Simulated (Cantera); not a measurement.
**AlN + H₂O + N₂ (nitride etching)**

Feed: 1 mol AlN, 9.3 mol H₂O, 16 mol N₂, at 2123.15 K and 2.40 Pa.

These are equilibrium values from Cantera (NASA tables, ideal gas, pure condensed phases), not measurements of a reactor. Candidate condensed phases: Al, AlN, Al₂O₃, H₂O; 35 gas species. The tables' values for AlOH are old estimates; treat these amounts as uncertain. Equilibrium is a limit: real reactors are often held back by kinetics, nucleation or transport.

```json
{
  "x(N₂)": "0.507",
  "x(H)": "0.204",
  "x(H₂O)": "0.0927",
  "x(H₂)": "0.0772",
  "x(O)": "0.0566",
  "x(OH)": "0.0303",
  "x(O₂)": "0.0289",
  "x(NO)": "0.00314",
  "x(AlO₂H)": "9.39e-5",
  "n(Al₂O₃(s))": "0.496 mol",
  "gas_amount": "32.42 mol",
  "log10 activity of Al(l) (absent)": "-7.61"
}
```
